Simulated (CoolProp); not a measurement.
A single-stage vapour-compression cycle with cis-2-butene: evaporating at 229.15 K (dew point), condensing at 286.15 K (bubble point), superheat 8 K, subcooling 5 K, compressor efficiency 0.75, no pressure losses. Each further row changes one setting.

Model: reference Helmholtz-energy equation of state, Lemmon 2005, in CoolProp. It is a short technical equation, of lower accuracy than the large ones.

```csv
case,cooling COP,pressure ratio,discharge temperature (K),refrigerating effect (kJ/kg),volumetric capacity (kJ/m³)
as stated,?,13.6,339.6,359,107
evaporating temperature 234.15 K,2.92,10.2,?,?,143
condensing temperature 281.15 K,2.86,11.4,?,370,111
subcooling 10 K,2.63,13.6,339.6,370,111
superheat 18 K,?,13.6,?,?,107
compressor efficiency 0.65,?,13.6,352.6,359,107
```

### Question
Some entries are withheld; supply them.

### Answer

- as stated, cooling COP: 2.56
- evaporating temperature 234.15 K, discharge temperature (K): 333.7
- evaporating temperature 234.15 K, refrigerating effect (kJ/kg): 365
- condensing temperature 281.15 K, discharge temperature (K): 332.3
- superheat 18 K, cooling COP: 2.55
- superheat 18 K, discharge temperature (K): 350.5
- superheat 18 K, refrigerating effect (kJ/kg): 371
- compressor efficiency 0.65, cooling COP: 2.22
